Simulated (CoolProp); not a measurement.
Octamethyltrisiloxane (MDM) along the isotherm 575 K: fugacity coefficient from the reference equation and from simpler models built on Tc = 565.4 K, pc = 1438 kPa, ω = 0.528; each cubic takes its own stable root.

Computed with CoolProp (reference Helmholtz-energy equation of state, Thol 2017).

```csv
p (kPa),phase,reference
225,gas,0.9514
449,gas,0.9034
674,gas,0.8554
898,gas,0.8076
1120,gas,0.7597
1350,gas,0.7088
1570,supercritical,0.6568
1800,supercritical,0.5967
2020,supercritical,0.5472
2250,supercritical,0.5052
2470,supercritical,0.4722
2700,supercritical,0.4433
2920,supercritical,0.4200
3140,supercritical,0.4000
3370,supercritical,0.3819
3590,supercritical,0.3669
```

Question: How far does each simpler model (van der Waals, Redlich-Kwong, Soave-Redlich-Kwong, Peng-Robinson) lie from the reference over these 16 states: mean and median of the absolute difference, and the worst?

Answer: 
- van der Waals: mean 5.2 %, median 4.1 %, worst +11.6 % at 575 K and 3590 kPa
- Redlich-Kwong: mean 0.9 %, median 0.5 %, worst +2.5 % at 575 K and 3590 kPa
- Soave-Redlich-Kwong: mean 2.1 %, median 1.9 %, worst +5.2 % at 575 K and 3590 kPa
- Peng-Robinson: mean 1.8 %, median 1.8 %, worst -2.8 % at 575 K and 1570 kPa
